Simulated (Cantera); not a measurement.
What does this Cantera script print?

```python
import numpy as np
import cantera as ct

gas_names = [...]  # 50 gases of nasa_gas.yaml made of F, H, Mg, N, O
cond_names = """
    H2O(s) H2O(L) Mg(cr) Mg(L) MgF2(s) MgF2(L) MgO(s) MgO(L) MgO2H2(s)
""".split()


# ... load() reads the species with a 1 bar reference pressure and builds the phases ...
atoms = {
    'MgO': {'Mg': 1, 'O': 1},
    'HF': {'H': 1, 'F': 1},
    'N2': {'N': 2},
}
top_T = {}  # K; cautious upper limits of use, not melting points


# ... equilibrate(T, P, feed) seeds the gas with the atoms and calls Mixture.equilibrate('TP', solver="vcs", rtol=1e-11, max_steps=5000) ...
results = []
feed = {'MgO': 1, 'HF': 2, 'N2': 1}  # mol
T = 1150  # K
P = 8.1  # Pa
mix = equilibrate(T, P, feed)
results.append((T, P, feed, dict(zip(mix.species_names, mix.species_moles))))
print(gas.report(threshold=1e-06))
for i in range(1, mix.n_phases):
    print(f"{mix.phase(i).name:16s} {mix.phase_moles(i):12.5e} mol")
```

Output:

```
       temperature   1150 K
          pressure   8.1 Pa
           density   1.925e-05 kg/m^3
  mean mol. weight   22.724 kg/kmol
   phase of matter   gas

                          1 kg             1 kmol
                     ---------------   ---------------
          enthalpy        -6.489e+06       -1.4745e+08  J
   internal energy       -6.9097e+06       -1.5701e+08  J
           entropy             13537        3.0762e+05  J/K
    Gibbs function       -2.2057e+07       -5.0121e+08  J
 heat capacity c_p            1434.3             32593  J/K
 heat capacity c_v            1068.4             24279  J/K

                      mass frac. Y      mole frac. X     chem. pot. / RT
                     ---------------   ---------------   ---------------
                HF           0.50817           0.57719            -61.52
                H2        1.1549e-06        1.3018e-05           -38.534
               H2O           0.05316          0.067055           -62.734
              MgF2         0.0001959        7.1452e-05           -129.69
                N2           0.43846           0.35566            -35.69
                O2        8.5129e-06        6.0455e-06           -48.398
     [  +44 minor]        1.3319e-06        1.4397e-06

Mg(L)             0.00000e+00 mol
MgF2(s)           1.88371e-01 mol
MgO(s)            8.11428e-01 mol
```

These are equilibrium values from Cantera (NASA tables, ideal gas, pure condensed phases), not measurements of a reactor. Mutual solubility and eutectic melting of coexisting phases are not modelled.
